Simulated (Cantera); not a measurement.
**Carbon deposition, reforming and gasification: acetone + NH3 + H2**

A closed system holds: 1 mol acetone, 0.4 mol NH3, 66 mol H2, held at 1.00 bar.

These are equilibrium values from Cantera (NASA tables, ideal gas, pure condensed phases), not measurements of a reactor. Candidate condensed phases: C, C6H6, C7H8, C8H18, H2O; 169 gas species. Ions and electrons are included (thermal ionisation). The feed counts by its element totals alone. The numbers say what is thermodynamically allowed, not how fast it happens.

From 2000 K to 2500 K the condensed part is C(graphite). From 2750 K to 5000 K nothing is condensed. The main C-bearing gas is CO at 2000 K and C at 5000 K.

| T (K) | x H2 | x H | x CO | x C | x C2H2 (acetylene) | n C(graphite) |
|---|---|---|---|---|---|---|
| 2000 | 0.980 | 0.00161 | 0.0141 | 3.04e-11 | 0.000753 | 1.81 |
| 2250 | 0.971 | 0.00732 | 0.0141 | 3.64e-9 | 0.00325 | 1.40 |
| 2500 | 0.947 | 0.0245 | 0.0140 | 1.66e-7 | 0.0102 | 0.294 |
| 2750 | 0.905 | 0.0651 | 0.0137 | 2.56e-6 | 0.0117 | 0 |
| 3000 | 0.828 | 0.144 | 0.0131 | 2.33e-5 | 0.0109 | 0 |
| 3250 | 0.704 | 0.269 | 0.0122 | 0.000150 | 0.00926 | 0 |
| 3500 | 0.541 | 0.434 | 0.0110 | 0.000706 | 0.00657 | 0 |
| 3750 | 0.369 | 0.609 | 0.00975 | 0.00241 | 0.00331 | 0 |
| 4000 | 0.224 | 0.754 | 0.00867 | 0.00577 | 0.00104 | 0 |
| 4250 | 0.126 | 0.852 | 0.00794 | 0.00969 | 0.000196 | 0 |
| 4500 | 0.0690 | 0.908 | 0.00752 | 0.0122 | 2.59e-5 | 0 |
| 4750 | 0.0383 | 0.939 | 0.00728 | 0.0132 | 3.14e-6 | 0 |
| 5000 | 0.0220 | 0.955 | 0.00712 | 0.0137 | 4.24e-7 | 0 |
x: gas mole fraction; n: condensed amount in mol.
